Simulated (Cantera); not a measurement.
Input: 1 mol CH2F2, 7.1 mol H2, a varied amount of HCl, equilibrated at 2250 °C and 6.90 mbar.

Cantera equilibrium calculation (NASA polynomials, part measured and part estimated; ideal gas, pure solids and liquids). Candidate condensed phases: C, C6H6, C7H8, C8H18; 118 gas species. Kinetics and transport are ignored.

x: gas mole fraction; n: condensed amount in mol.

```csv
n(HCl) (mol),x H2,x H,x HF,x HCl,x C2H2 (acetylene),x Cl,x C2H,n C(graphite)
0.018,0.551,0.248,0.192,0.00131,0.00656,0.000417,0.000223,0.853
0.05,0.549,0.248,0.191,0.00363,0.00654,0.00116,0.000223,0.853
0.081,0.547,0.248,0.190,(withheld),0.00652,(withheld),0.000222,0.853
0.11,0.545,0.247,0.190,(withheld),0.00650,(withheld),0.000222,0.853
0.14,0.544,0.247,0.189,0.0100,0.00648,0.00321,0.000222,0.853
0.18,0.541,0.246,0.188,0.0128,0.00645,0.00412,0.000221,0.853
0.21,0.540,0.246,0.188,0.0149,0.00643,0.00480,0.000221,0.853
0.24,0.538,0.246,0.187,0.0170,0.00641,0.00547,0.000221,0.853
```

Q: Some entries are withheld; supply them.

A: 
- 0.11, x HCl: 0.00792
- 0.11, x Cl: 0.00253
- 0.081, x HCl: 0.00585
- 0.081, x Cl: 0.00187
